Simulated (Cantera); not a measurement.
Input: 1 mol SiCl₄, a varied amount of NH₃, 2.8 mol N₂, at 1702 °C and 13.3 mbar.

Method: chemical equilibrium by Gibbs-energy minimisation in Cantera with the NASA 1993 tables (ideal gas, pure condensed phases). Candidate condensed phases: NH₄Cl, Si, Si₃N₄; 28 gas species. The tables' values for SiCl, SiCl₃, SiN are old estimates; treat these amounts as uncertain. Gases not in the tables: Si₂H₆ and higher silanes. Kinetics and transport are ignored.

**Question.** At 9.2 mol NH₃, list the 6 most abundant gas species with their mole fractions, and the condensed phases.

**Answer.** H₂ 0.540, N₂ 0.316, HCl 0.0916, SiCl₂ 0.0384, H 0.00871, Si 0.00242. Condensed: Si(l).
